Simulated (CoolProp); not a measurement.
n-heptane along the isobar 2.92 MPa: fugacity coefficient from the reference equation and from simpler models built on Tc = 268.1 °C, pc = 2.774 MPa, ω = 0.349; each cubic takes its own stable root.

Values from CoolProp's reference Helmholtz-energy equation of state, Span 2003. It is a short technical equation, of lower accuracy than the large ones.

```
T (°C)          phase  reference
------  -------------  ---------
200.25         liquid     0.2968
216.05         liquid     0.3657
231.95         liquid     0.4412
247.75         liquid     0.5204
263.55         liquid     0.6003
279.35  supercritical     0.6625
295.25  supercritical     0.7010
311.05  supercritical     0.7322
326.85  supercritical     0.7589
```

Q: How far does each simpler model (Redlich-Kwong, Peng-Robinson) lie from the reference over these 9 states: mean and median of the absolute difference, and the worst?

A: 
- Redlich-Kwong: mean 7.9 %, median 4.0 %, worst +24.5 % at 200.25 °C and 2.92 MPa
- Peng-Robinson: mean 1.0 %, median 0.7 %, worst -1.9 % at 326.85 °C and 2.92 MPa
